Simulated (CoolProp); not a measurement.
Computed with CoolProp (reference Helmholtz-energy equation of state, Lemmon 2006). It is a short technical equation, of lower accuracy than the large ones.

Problem. For isohexane, give the phase and the density (kg/m³) at 244.9 K and 0.676 MPa.

Solution. 
- 244.9 K and 0.676 MPa: liquid; density 696
